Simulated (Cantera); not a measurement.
# Stirred combustor or abatement burner

A perfectly stirred reactor is fed with 9.51 % CH4, 19.0 % O2, 71.5 % N2, at 1.01 bar; it is adiabatic with a 475 K inlet, and is followed from long to short residence time, starting on the burning branch (τ in s: 0.18, 0.061, 0.021, 0.0075, 0.0026, 0.00092, 0.00032, 0.00011, 3.9e-05, 1.4e-05, 4.8e-06).

Model: GRI-Mech 3.0 (53 species, 325 reactions), integrated in Cantera.

```
τ (s)    T (K)     x CH4     x O2    x C2H6    x CH2     x H2
-------  -----  --------  -------  --------  -------  -------
0.18      2304   1.57e-6  0.00700    <1e-12  7.66e-8  0.00517
0.061     2294   4.13e-6  0.00782  2.65e-12  2.04e-7  0.00556
0.021     2270   9.80e-6  0.00926  1.46e-11  4.83e-7  0.00644
0.0075    2228   2.10e-5   0.0114  6.40e-11  9.81e-7  0.00794
0.0026    2165   4.54e-5   0.0144  2.73e-10  1.83e-6   0.0101
0.00092   2088  0.000101   0.0178   1.22e-9  3.22e-6   0.0127
0.00032   1999  0.000252   0.0220   7.04e-9  5.87e-6   0.0152
0.00011   1901  0.000774   0.0285   7.18e-8  1.26e-5   0.0173
3.9e-5     475    0.0951    0.190    <1e-12   <1e-12   <1e-12
1.4e-5     475    0.0951    0.190    <1e-12   <1e-12   <1e-12
4.8e-6     475    0.0951    0.190    <1e-12   <1e-12   <1e-12
```
x: mole fraction; the columns are a selection and need not sum to one.
